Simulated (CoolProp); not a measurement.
Vapour pressure (bar) of R1123: the reference equation beside estimates from Tc = 331.7 K, pc = 45.49 bar, ω = 0.243. Clausius-Clapeyron is anchored at 220.3 K with a constant enthalpy of vaporisation of 18.00 kJ/mol.

Computed with CoolProp (reference Helmholtz-energy equation of state, Akasaka 2020).

| T (K) | reference | Lee-Kesler | Clausius-Clapeyron | Redlich-Kwong | Soave-Redlich-Kwong | Peng-Robinson |
|---|---|---|---|---|---|---|
| 212.1 | 1.023 | 1.013 | 1.048 | 1.762 | 1.016 | (withheld) |
| 216.2 | 1.258 | (withheld) | 1.272 | 2.111 | 1.251 | 1.259 |
| 220.3 | 1.533 | 1.525 | 1.533 | 2.509 | 1.526 | (withheld) |
| 224.4 | 1.852 | 1.846 | 1.834 | 2.960 | 1.846 | 1.848 |
| 228.6 | 2.230 | 2.227 | 2.190 | 3.480 | 2.226 | 2.223 |
| 232.7 | 2.654 | 2.654 | 2.588 | 4.049 | 2.653 | 2.643 |
| 236.8 | 3.136 | 3.141 | 3.040 | 4.682 | 3.140 | 3.122 |
| 240.9 | 3.683 | 3.693 | (withheld) | 5.383 | 3.692 | 3.666 |
| 245 | 4.299 | 4.315 | 4.128 | 6.155 | 4.316 | 4.280 |

Task: Some entries are withheld; supply them.

Result: 
- 212.1, Peng-Robinson: 1.026
- 216.2, Lee-Kesler: 1.249
- 220.3, Peng-Robinson: 1.531
- 240.9, Clausius-Clapeyron: 3.552

Absolute difference from the reference over all 9 rows, mean and median: Lee-Kesler 0.4 and 0.3 %, Clausius-Clapeyron 2.2 and 2.4 %, Redlich-Kwong 56.8 and 56.1 %, Soave-Redlich-Kwong 0.3 and 0.3 %, Peng-Robinson 0.3 and 0.3 %.
